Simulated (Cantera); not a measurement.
A Cantera script and its output.

```python
import numpy as np
import cantera as ct

gas = ct.Solution("gri30.yaml")
gas.TPX = 1050, 350000, {'CO': 1, 'H2': 0.39, 'O2': 1.24, 'N2': 4.67, 'CO2': 0.029}
reactor = ct.IdealGasReactor(gas, energy="on", clone=False)
net = ct.ReactorNet([reactor])
net.rtol, net.atol = 1e-08, 1e-16
show = ['CO', 'H2', 'O2', 'H2O2', 'H2O', 'OH']
times = np.geomspace(3e-06, 0.6, 15)

steps = ct.SolutionArray(gas, extra=["t"])
rows = []
print(f"{'t/s':>10s}{'T/K':>9s}{'P/Pa':>11s}" + "".join(f"{s:>11s}" for s in show))
for t in times:
    while net.time < t:
        t_next = net.step()
        steps.append(gas.state, t=t_next)
    rows.append([np.interp(t, steps.t, y) for y in (steps.T, steps.P, *steps(*show).X.T)])
    print(f"{t:10.3e}{rows[-1][0]:9.1f}{rows[-1][1]:11.4g}" + "".join(f"{x:11.3e}" for x in rows[-1][2:]))
rate = np.gradient(steps.T, steps.t)
print("integrator steps:", len(steps.t))
if steps.T.max() > steps.T[0] + 200:
    print(f"time of steepest temperature rise: {steps.t[rate.argmax()]:.4e} s")
gas.TPX = 1050, 350000, {'CO': 1, 'H2': 0.39, 'O2': 1.24, 'N2': 4.67, 'CO2': 0.029}
gas.equilibrate("UV")
print(f"equilibrium (UV): T = {gas.T:.1f} K  " + "  ".join(f"{s} {gas[s].X[0]:.3e}" for s in show))
```

It prints:

```
       t/s      T/K       P/Pa         CO         H2         O2       H2O2        H2O         OH
 3.000e-06   1050.0    3.5e+05  1.364e-01  5.321e-02  1.692e-01  2.837e-13  5.035e-10  1.074e-10
 7.174e-06   1050.0    3.5e+05  1.364e-01  5.321e-02  1.692e-01  3.255e-12  2.833e-09  2.290e-10
 1.716e-05   1050.0    3.5e+05  1.364e-01  5.321e-02  1.692e-01  3.537e-11  1.368e-08  4.292e-10
 4.103e-05   1050.0    3.5e+05  1.364e-01  5.321e-02  1.692e-01  3.489e-10  6.438e-08  9.063e-10
 9.811e-05   1050.0    3.5e+05  1.364e-01  5.321e-02  1.692e-01  3.993e-09  4.298e-07  3.536e-09
 2.346e-04   1050.2  3.501e+05  1.364e-01  5.320e-02  1.692e-01  2.084e-07  9.586e-06  6.163e-08
 5.610e-04   1138.6  3.778e+05  1.343e-01  4.661e-02  1.648e-01  1.717e-04  6.378e-03  1.179e-04
 1.342e-03   2628.5  8.011e+05  1.237e-02  7.182e-04  8.165e-02  3.975e-07  5.362e-02  7.301e-03
 3.208e-03   2616.2   7.97e+05  1.197e-02  6.991e-04  7.821e-02  3.803e-07  5.383e-02  6.995e-03
 7.672e-03   2611.6  7.955e+05  1.182e-02  6.921e-04  7.695e-02  3.740e-07  5.390e-02  6.884e-03
 1.835e-02   2611.4  7.954e+05  1.182e-02  6.918e-04  7.689e-02  3.737e-07  5.391e-02  6.879e-03
 4.387e-02   2611.4  7.954e+05  1.182e-02  6.918e-04  7.689e-02  3.737e-07  5.391e-02  6.879e-03
 1.049e-01   2611.4  7.954e+05  1.182e-02  6.918e-04  7.689e-02  3.737e-07  5.391e-02  6.879e-03
 2.509e-01   2611.4  7.954e+05  1.182e-02  6.918e-04  7.689e-02  3.737e-07  5.391e-02  6.879e-03
 6.000e-01   2611.4  7.954e+05  1.182e-02  6.918e-04  7.689e-02  3.737e-07  5.391e-02  6.879e-03
integrator steps: 1603
time of steepest temperature rise: 5.7260e-04 s
equilibrium (UV): T = 2611.4 K  CO 1.182e-02  H2 6.918e-04  O2 7.689e-02  H2O2 3.737e-07  H2O 5.391e-02  OH 6.879e-03
```

Model: GRI-Mech 3.0 (53 species, 325 reactions), integrated in Cantera. The hydrogen kinetics of GRI-Mech 3.0 are dated; newer H2 mechanisms differ, most at raised pressure.
